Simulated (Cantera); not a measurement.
What does this Cantera script print?

```python
import numpy as np
import cantera as ct

gas_names = """
    Fe H H2 H2S S SH S2 S8
""".split()
cond_names = """
    Fe(a) Fe(c) Fe(d) Fe(L) FeS(a) FeS(b) FeS(c) FeS(L) FeS2(s) S(cr1) S(cr2) S(L)
""".split()


# ... load() reads the species with a 1 bar reference pressure and builds the phases ...
atoms = {
    'FeS2': {'Fe': 1, 'S': 2},
    'H2': {'H': 2},
}
top_T = {'FeS2(s)': 1010}  # K; cautious upper limits of use, not melting points


# ... equilibrate(T, P, feed) seeds the gas with the atoms and calls Mixture.equilibrate('TP', solver="vcs", rtol=1e-11, max_steps=5000) ...
results = []
feed = {'FeS2': 1, 'H2': 2.7}  # mol
P = 101325  # Pa
for T in [1148, 1198, 1248, 1298, 1348, 1398, 1448, 1498, 1548, 1598, 1648, 1698, 1748]:
    mix = equilibrate(T, P, feed)
    results.append((T, P, feed, dict(zip(mix.species_names, mix.species_moles))))

top = {s: max(r[3][s] / sum(r[3][g] for g in gas_names) for r in results) for s in gas_names}
cols = sorted((s for s in top if top[s] > 0.001), key=lambda s: -top[s])[:5]
seen = [c for c in cond_names if any(r[3].get(c, 0) > 1e-12 for r in results)]
print("log10 of partial pressures in bar; condensed amounts in mol")
print(f"{'T/K':>10s}" + "".join(f"{s[:9]:>10s}" for s in cols + seen))
for T, P, feed, n in results:
    ng = sum(n[g] for g in gas_names)
    print(f"{T:10.4g}" + "".join(f"{np.log10(max(n[s] / ng * P / 1e5, 1e-99)):10.3f}" for s in cols)
          + "".join(f"{n.get(c, 0):10.4g}" for c in seen))
```

It prints:

```
log10 of partial pressures in bar; condensed amounts in mol
       T/K        H2       H2S        S2        SH    FeS(c)    FeS(L)
      1148    -0.195    -0.427    -3.516    -4.440         1         0
      1198    -0.195    -0.428    -3.176    -4.128         1         0
      1248    -0.194    -0.430    -2.865    -3.843         1         0
      1298    -0.193    -0.433    -2.583    -3.581         1         0
      1348    -0.191    -0.439    -2.329    -3.342         1         0
      1398    -0.188    -0.449    -2.103    -3.125         1         0
      1448    -0.184    -0.463    -1.906    -2.928         1         0
      1498    -0.178    -0.482    -1.736    -2.751         0         1
      1548    -0.172    -0.506    -1.594    -2.593         0         1
      1598    -0.165    -0.535    -1.475    -2.452         0         1
      1648    -0.157    -0.569    -1.377    -2.325         0         1
      1698    -0.150    -0.606    -1.296    -2.212         0         1
      1748    -0.143    -0.645    -1.230    -2.111         0         1
```

These are equilibrium values from Cantera (NASA tables, ideal gas, pure condensed phases), not measurements of a reactor. FeS: taken at fixed stoichiometry. Gases not in the tables: S3 to S7.
